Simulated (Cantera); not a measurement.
Cantera run:

```python
import numpy as np
import cantera as ct

gas_names = """
    B BH BH2 BH3 BN BO BO2 B2 B2O B2O2 B2O3 B3O3H3 H HBO HBO2 HNO HNO2 HNO3 HO2 H2 H2O H2O2 H3B3O6 N NH
    NH2 NH3 NH2OH NO NO2 NO3 N2 N2H2 N2H4 N2O O OH O2 O3
""".split()
cond_names = """
    B(b) B(L) BN(s) B2O3(L) B3O3H3(cr) H2O(s) H2O(L)
""".split()


# ... load() reads the species with a 1 bar reference pressure and builds the phases ...
atoms = {
    'B': {'B': 1},
    'NH3': {'N': 1, 'H': 3},
    'H2': {'H': 2},
    'H2O': {'H': 2, 'O': 1},
}
top_T = {'BN(s)': 3200}  # K; cautious upper limits of use, not melting points


# ... equilibrate(T, P, feed) seeds the gas with the atoms and calls Mixture.equilibrate('TP', solver="vcs", rtol=1e-11, max_steps=5000) ...
results = []
P = 10000  # Pa
for T in [898, 948, 998, 1048, 1098, 1148, 1198, 1248, 1298, 1348, 1398, 1448]:
    for m in [1.5, 1.9, 2.5, 3.1, 4, 5, 6.4, 8.1, 10, 13]:
        feed = {'B': 1, 'NH3': m, 'H2': 5.7, 'H2O': 0.06}  # mol
        mix = equilibrate(T, P, feed)
        results.append((T, P, feed, dict(zip(mix.species_names, mix.species_moles))))

for T, P, feed, n in results:
    print(f"{T:7g} {feed['NH3']:10.4g}  " + (" + ".join(c for c in cond_names if n.get(c, 0) > 1e-12) or "gas only"))
```

Result:

```
    898        1.5  BN(s) + B2O3(L)
    898        1.9  BN(s) + B2O3(L)
    898        2.5  BN(s) + B2O3(L)
    898        3.1  BN(s) + B2O3(L)
    898          4  BN(s) + B2O3(L)
    898          5  BN(s) + B2O3(L)
    898        6.4  BN(s) + B2O3(L)
    898        8.1  BN(s) + B2O3(L)
    898         10  BN(s) + B2O3(L)
    898         13  BN(s)
    948        1.5  BN(s) + B2O3(L)
    948        1.9  BN(s) + B2O3(L)
    948        2.5  BN(s) + B2O3(L)
    948        3.1  BN(s) + B2O3(L)
    948          4  BN(s) + B2O3(L)
    948          5  BN(s) + B2O3(L)
    948        6.4  BN(s) + B2O3(L)
    948        8.1  BN(s) + B2O3(L)
    948         10  BN(s) + B2O3(L)
    948         13  BN(s)
    998        1.5  BN(s) + B2O3(L)
    998        1.9  BN(s) + B2O3(L)
    998        2.5  BN(s) + B2O3(L)
    998        3.1  BN(s) + B2O3(L)
    998          4  BN(s) + B2O3(L)
    998          5  BN(s) + B2O3(L)
    998        6.4  BN(s) + B2O3(L)
    998        8.1  BN(s) + B2O3(L)
    998         10  BN(s) + B2O3(L)
    998         13  BN(s)
   1048        1.5  BN(s) + B2O3(L)
   1048        1.9  BN(s) + B2O3(L)
   1048        2.5  BN(s) + B2O3(L)
   1048        3.1  BN(s) + B2O3(L)
   1048          4  BN(s) + B2O3(L)
   1048          5  BN(s) + B2O3(L)
   1048        6.4  BN(s) + B2O3(L)
   1048        8.1  BN(s) + B2O3(L)
   1048         10  BN(s) + B2O3(L)
   1048         13  BN(s)
   1098        1.5  BN(s) + B2O3(L)
   1098        1.9  BN(s) + B2O3(L)
   1098        2.5  BN(s) + B2O3(L)
   1098        3.1  BN(s) + B2O3(L)
   1098          4  BN(s) + B2O3(L)
   1098          5  BN(s) + B2O3(L)
   1098        6.4  BN(s) + B2O3(L)
   1098        8.1  BN(s) + B2O3(L)
   1098         10  BN(s) + B2O3(L)
   1098         13  BN(s)
   1148        1.5  BN(s) + B2O3(L)
   1148        1.9  BN(s) + B2O3(L)
   1148        2.5  BN(s) + B2O3(L)
   1148        3.1  BN(s) + B2O3(L)
   1148          4  BN(s) + B2O3(L)
   1148          5  BN(s) + B2O3(L)
   1148        6.4  BN(s) + B2O3(L)
   1148        8.1  BN(s) + B2O3(L)
   1148         10  BN(s) + B2O3(L)
   1148         13  BN(s)
   1198        1.5  BN(s) + B2O3(L)
   1198        1.9  BN(s) + B2O3(L)
   1198        2.5  BN(s) + B2O3(L)
   1198        3.1  BN(s) + B2O3(L)
   1198          4  BN(s) + B2O3(L)
   1198          5  BN(s) + B2O3(L)
   1198        6.4  BN(s) + B2O3(L)
   1198        8.1  BN(s) + B2O3(L)
   1198         10  BN(s) + B2O3(L)
   1198         13  BN(s)
   1248        1.5  BN(s) + B2O3(L)
   1248        1.9  BN(s) + B2O3(L)
   1248        2.5  BN(s) + B2O3(L)
   1248        3.1  BN(s) + B2O3(L)
   1248          4  BN(s) + B2O3(L)
   1248          5  BN(s) + B2O3(L)
   1248        6.4  BN(s) + B2O3(L)
   1248        8.1  BN(s) + B2O3(L)
   1248         10  BN(s) + B2O3(L)
   1248         13  BN(s)
   1298        1.5  BN(s) + B2O3(L)
   1298        1.9  BN(s) + B2O3(L)
   1298        2.5  BN(s) + B2O3(L)
   1298        3.1  BN(s) + B2O3(L)
   1298          4  BN(s) + B2O3(L)
   1298          5  BN(s) + B2O3(L)
   1298        6.4  BN(s) + B2O3(L)
   1298        8.1  BN(s) + B2O3(L)
   1298         10  BN(s)
   1298         13  BN(s)
   1348        1.5  BN(s) + B2O3(L)
   1348        1.9  BN(s) + B2O3(L)
   1348        2.5  BN(s) + B2O3(L)
   1348        3.1  BN(s) + B2O3(L)
   1348          4  BN(s) + B2O3(L)
   1348          5  BN(s) + B2O3(L)
   1348        6.4  BN(s) + B2O3(L)
   1348        8.1  BN(s)
   1348         10  BN(s)
   1348         13  BN(s)
   1398        1.5  BN(s) + B2O3(L)
   1398        1.9  BN(s) + B2O3(L)
   1398        2.5  BN(s) + B2O3(L)
   1398        3.1  BN(s) + B2O3(L)
   1398          4  BN(s) + B2O3(L)
   1398          5  BN(s)
   1398        6.4  BN(s)
   1398        8.1  BN(s)
   1398         10  BN(s)
   1398         13  BN(s)
   1448        1.5  BN(s) + B2O3(L)
   1448        1.9  BN(s) + B2O3(L)
   1448        2.5  BN(s) + B2O3(L)
   1448        3.1  BN(s)
   1448          4  BN(s)
   1448          5  BN(s)
   1448        6.4  BN(s)
   1448        8.1  BN(s)
   1448         10  BN(s)
   1448         13  BN(s)
```

Cantera equilibrium calculation (NASA polynomials, part measured and part estimated; ideal gas, pure solids and liquids). Mutual solubility and eutectic melting of coexisting phases are not modelled. Gases not in the tables: H3BO3.
